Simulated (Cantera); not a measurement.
An isothermal, constant-pressure homogeneous reactor starts with NH3 : H2 = 1 : 0.71 (molar parts), at 2348 K and 0.0168 atm. Integrator tolerance rtol = 1e-08.

Detailed kinetics in Cantera: the gas-phase N/H chemistry of the illustrative SiF4/NH3 mechanism in the Surface Chemkin manual (1991). Walls and surfaces, which speed up NH3 decomposition in real reactors, are not modelled.

Q: What does this change do: H2 0.71 to 0.14 parts?

A: 
```json
[
 {"quantity": "x(NH3) at 1.00 s", "before": "2.02e-6 (gas-phase equilibrium 5.63e-8)", "after": "2.39e-6 (gas-phase equilibrium 5.77e-8)"},
 {"quantity": "x(H2) at 1.00 s", "before": "0.769 (gas-phase equilibrium 0.741)", "after": "0.725 (gas-phase equilibrium 0.696)"},
 {"quantity": "x(N2) at 1.00 s", "before": "0.180 (gas-phase equilibrium 0.177)", "after": "0.228 (gas-phase equilibrium 0.224)"},
 {"quantity": "x(N2H4) at 1.00 s", "before": "<1e-12 (gas-phase equilibrium <1e-12)", "after": "<1e-12 (gas-phase equilibrium <1e-12)"},
 {"quantity": "x(N) at 1.00 s", "before": "1.66e-6 (gas-phase equilibrium 2.10e-7)", "after": "1.77e-6 (gas-phase equilibrium 2.36e-7)"}
]
```
